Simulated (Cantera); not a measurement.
## Hydrocarbon pyrolysis for carbon deposition

An isothermal, constant-pressure homogeneous reactor starts with CH4 : H2 = 1 : 33 (molar parts), at 1950 K and 1.18 atm.

Cantera simulation using GRI-Mech 3.0 (53 species, 325 reactions); the numbers are that mechanism's predictions, not measurements. GRI-Mech 3.0 stops at C3 and has no aromatics, soot or wall deposition, so with more carbon than oxygen in the feed, carbon stays in small species such as C2H2 where larger ones or solid carbon would form.

| t (s) | x CH4 | x H2 | x C2H | x C2H2 | x H | x CH2 | x C2H6 |
|---|---|---|---|---|---|---|---|
| 1.00e-5 | 0.0293 | 0.970 | <1e-12 | 4.80e-9 | 0.000190 | 2.64e-8 | 2.10e-7 |
| 4.96e-5 | 0.0289 | 0.970 | 7.24e-11 | 5.99e-6 | 0.000747 | 3.96e-7 | 4.15e-6 |
| 0.000246 | 0.0278 | 0.970 | 6.36e-9 | 0.000390 | 0.00101 | 6.85e-7 | 6.47e-6 |
| 0.00122 | 0.0239 | 0.972 | 3.85e-8 | 0.00235 | 0.00101 | 5.98e-7 | 4.79e-6 |
| 0.00605 | 0.0140 | 0.977 | 1.19e-7 | 0.00722 | 0.00103 | 3.68e-7 | 1.69e-6 |
| 0.0300 | 0.00499 | 0.982 | 1.94e-7 | 0.0117 | 0.00104 | 1.38e-7 | 2.45e-7 |
| 0.149 | 0.00276 | 0.983 | 2.13e-7 | 0.0128 | 0.00105 | 7.76e-8 | 1.01e-7 |
| 0.738 | 0.00274 | 0.983 | 2.13e-7 | 0.0128 | 0.00105 | 7.70e-8 | 9.96e-8 |
| 3.66 | 0.00274 | 0.983 | 2.13e-7 | 0.0128 | 0.00105 | 7.70e-8 | 9.96e-8 |
| 18.1 | 0.00274 | 0.983 | 2.13e-7 | 0.0128 | 0.00105 | 7.70e-8 | 9.96e-8 |
| 90.0 | 0.00274 | 0.983 | 2.13e-7 | 0.0128 | 0.00105 | 7.70e-8 | 9.96e-8 |
x: mole fraction; the columns are a selection and need not sum to one.

Equilibrium at this temperature and pressure: CH4 0.00274, H2 0.983, C2H 2.13e-7, C2H2 0.0128, H 0.00105, CH2 7.70e-8, C2H6 9.96e-8 (gas phase only).
